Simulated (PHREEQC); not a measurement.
Buffer (model solution)

Solution (51 °C): 0.0022 mol H3BO3 and 0.048 mol Na2CO3 per kg of water. Closed to the air; pH follows from the charge balance.

The numbers come from PHREEQC with the ion-association model, phreeqc.dat.

Precipitation was switched off in this run.

### Question
Estimate the pH, density, ionic strength.

### Answer
pH 10.45; density 0.993 g/cm³; ionic strength 0.0849 mol/kgw.

### Question
In which forms is B present?

### Answer
H2BO3- 97 %, H3BO3 2.9 % of the B.

At this temperature some constants are extrapolated from 25 °C, and those without enthalpy data are left unchanged.
